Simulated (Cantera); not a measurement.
Input (Python, Cantera) and output of one run.

```python
import numpy as np
import cantera as ct

gas_names = """
    B BF BF2 BF3 BO BOF BOF2 BO2 B2 B2O B2O2 B2O3 B3O3F3 F FO FO2 F2 F2O O O2 O3
""".split()
cond_names = """
    B(b) B(L) B2O3(L)
""".split()


# ... load() reads the species with a 1 bar reference pressure and builds the phases ...
atoms = {
    'BF3': {'B': 1, 'F': 3},
    'O2': {'O': 2},
}
top_T = {}  # K; cautious upper limits of use, not melting points


# ... equilibrate(T, P, feed) seeds the gas with the atoms and calls Mixture.equilibrate('TP', solver="vcs", rtol=1e-11, max_steps=5000) ...
results = []
feed = {'BF3': 1, 'O2': 0.067}  # mol
P = 1100  # Pa
for T in [1148, 1248, 1348, 1448, 1548, 1648, 1748, 1848, 1948, 2048, 2148, 2248, 2348, 2448]:
    mix = equilibrate(T, P, feed)
    results.append((T, P, feed, dict(zip(mix.species_names, mix.species_moles))))

top = {s: max(r[3][s] / sum(r[3][g] for g in gas_names) for r in results) for s in gas_names}
cols = sorted((s for s in top if top[s] > 0.0001), key=lambda s: -top[s])[:8]
seen = [c for c in cond_names if any(r[3].get(c, 0) > 1e-12 for r in results)]
print("log10 of partial pressures in bar; condensed amounts in mol")
print(f"{'T/K':>10s}" + "".join(f"{s[:9]:>10s}" for s in cols + seen))
for T, P, feed, n in results:
    ng = sum(n[g] for g in gas_names)
    print(f"{T:10.4g}" + "".join(f"{np.log10(max(n[s] / ng * P / 1e5, 1e-99)):10.3f}" for s in cols)
          + "".join(f"{n.get(c, 0):10.4g}" for c in seen))
```

Result:

```
log10 of partial pressures in bar; condensed amounts in mol
       T/K       BF3         F       BOF        O2         O       BF2      BOF2
      1148    -1.987    -8.164    -8.599    -3.161    -9.681   -14.121    -8.741
      1248    -1.987    -7.334    -7.703    -3.161    -8.757   -12.662    -8.172
      1348    -1.987    -6.617    -6.956    -3.161    -7.970   -11.428    -7.696
      1448    -1.987    -5.996    -6.319    -3.161    -7.290   -10.369    -7.289
      1548    -1.987    -5.453    -5.768    -3.161    -6.698    -9.449    -6.935
      1648    -1.987    -4.975    -5.286    -3.163    -6.178    -8.643    -6.626
      1748    -1.988    -4.551    -4.860    -3.167    -5.718    -7.929    -6.353
      1848    -1.990    -4.175    -4.481    -3.175    -5.310    -7.294    -6.112
      1948    -1.994    -3.839    -4.144    -3.193    -4.949    -6.725    -5.901
      2048    -2.002    -3.540    -3.845    -3.227    -4.632    -6.211    -5.719
      2148    -2.015    -3.277    -3.581    -3.292    -4.361    -5.744    -5.569
      2248    -2.036    -3.049    -3.354    -3.412    -4.144    -5.316    -5.459
      2348    -2.065    -2.863    -3.169    -3.634    -4.002    -4.912    -5.402
      2448    -2.097    -2.730    -3.039    -4.056    -3.981    -4.509    -5.427
```

Method: chemical equilibrium by Gibbs-energy minimisation in Cantera with the NASA 1993 tables (ideal gas, pure condensed phases). The tables' values for BF2 are old estimates; treat these amounts as uncertain.
